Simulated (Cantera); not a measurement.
**Carbon deposition, reforming and gasification: C + H2**

Charge: 1 mol C, 5.1 mol H2, held at 1500 K and 1.00 bar.

Cantera equilibrium calculation (NASA polynomials, part measured and part estimated; ideal gas, pure solids and liquids). Candidate condensed phases: C, C6H6, C7H8, C8H18; 76 gas species. Kinetics and transport are ignored.

```
Property                 Value
-------------------  ---------
x(H2)                    0.997
x(CH4)                 0.00256
x(H)                   1.76e-5
x(C2H2 (acetylene))    9.00e-6
x(C2H4)                2.56e-6
n(C(graphite))       0.987 mol
gas amount           5.087 mol
```
